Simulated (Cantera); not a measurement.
A Cantera script and what it prints.

```python
import numpy as np
import cantera as ct

gas_names = [...]  # 151 gases of nasa_gas.yaml made of C, H, N, O, Si
cond_names = """
    C(gr) C6H6(L) C7H8(L) C8H18(L),n-octa H2O(s) H2O(L) Si(cr) Si(L) SiC(b) SiO2(Lqz) SiO2(hqz) SiO2(L)
    Si2N2O(s) Si3N4(a)
""".split()


# ... load() reads the species with a 1 bar reference pressure and builds the phases ...
atoms = {
    'Si3N4': {'Si': 3, 'N': 4},
    'CO2': {'C': 1, 'O': 2},
    'H2': {'H': 2},
}
top_T = {'C(gr)': 4500, 'SiC(b)': 3050, 'Si2N2O(s)': 2100, 'Si3N4(a)': 2400}  # K; cautious upper limits of use, not melting points


# ... equilibrate(T, P, feed) seeds the gas with the atoms and calls Mixture.equilibrate('TP', solver="vcs", rtol=1e-11, max_steps=5000) ...
results = []
T = 975  # K
P = 170000  # Pa
for m in [1.6, 3.7, 5.9, 8, 10, 12, 14, 17, 19, 21, 23]:
    feed = {'Si3N4': 1, 'CO2': 0.17, 'H2': m}  # mol
    mix = equilibrate(T, P, feed)
    results.append((T, P, feed, dict(zip(mix.species_names, mix.species_moles))))

top = {s: max(r[3][s] / sum(r[3][g] for g in gas_names) for r in results) for s in gas_names}
cols = sorted((s for s in top if top[s] > 1e-05), key=lambda s: -top[s])[:6]
seen = [c for c in cond_names if any(r[3].get(c, 0) > 1e-12 for r in results)]
print("log10 of partial pressures in bar; condensed amounts in mol")
print(f"{'n(H2)':>10s}" + "".join(f"{s[:9]:>10s}" for s in cols + seen))
for T, P, feed, n in results:
    ng = sum(n[g] for g in gas_names)
    print(f"{feed['H2']:10.4g}" + "".join(f"{np.log10(max(n[s] / ng * P / 1e5, 1e-99)):10.3f}" for s in cols)
          + "".join(f"{n.get(c, 0):10.4g}" for c in seen))
```

It prints:

```
log10 of partial pressures in bar; condensed amounts in mol
     n(H2)        H2       CH4        N2       NH3 Si2N2O(s)  Si3N4(a)
       1.6     0.142    -0.727    -0.904    -3.400      0.34    0.7733
       3.7     0.195    -1.101    -1.278    -3.507      0.34    0.7733
       5.9     0.209    -1.306    -1.483    -3.590      0.34    0.7733
         8     0.215    -1.439    -1.617    -3.648      0.34    0.7733
        10     0.218    -1.537    -1.715    -3.692      0.34    0.7733
        12     0.220    -1.616    -1.795    -3.729      0.34    0.7733
        14     0.222    -1.683    -1.862    -3.760      0.34    0.7733
        17     0.223    -1.768    -1.947    -3.800      0.34    0.7733
        19     0.224    -1.817    -1.996    -3.823      0.34    0.7733
        21     0.225    -1.860    -2.040    -3.844      0.34    0.7733
        23     0.225    -1.900    -2.079    -3.863      0.34    0.7733
```

These are equilibrium values from Cantera (NASA tables, ideal gas, pure condensed phases), not measurements of a reactor.
